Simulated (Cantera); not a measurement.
Feed: 1 mol Cu2O, 2.3 mol C, 0.37 mol H2, at 10.0 mbar.

Equilibrium computed with Cantera from the NASA thermochemical tables; the gas is ideal and each condensed phase is pure. Candidate condensed phases: C, C6H6, C7H8, C8H18, Cu, CuO, Cu(OH)2, Cu2O, H2O; 113 gas species. Equilibrium is a limit: real reactors are often held back by kinetics, nucleation or transport.

### Question
Which condensed phases are stable at each of these points (T (K)): 1225, 1275, 1325, 1375, 1425, 1475, 1525, 1575, 1625, 1675, 1725?

### Answer
```tsv
T (K)	condensed phases	Cu condensed (%)
1225	C(graphite) + Cu(s)	100.0
1275	C(graphite) + Cu(s)	100.0
1325	C(graphite) + Cu(s)	100.0
1375	C(graphite) + Cu(l)	100.0
1425	C(graphite) + Cu(l)	100.0
1475	C(graphite) + Cu(l)	100.0
1525	C(graphite) + Cu(l)	99.9
1575	C(graphite) + Cu(l)	99.8
1625	C(graphite) + Cu(l)	99.6
1675	C(graphite) + Cu(l)	99.2
1725	C(graphite) + Cu(l)	98.5
```

From 1225 K to 1325 K the condensed part is C(graphite) + Cu(s). From 1375 K to 1725 K the condensed part is C(graphite) + Cu(l).
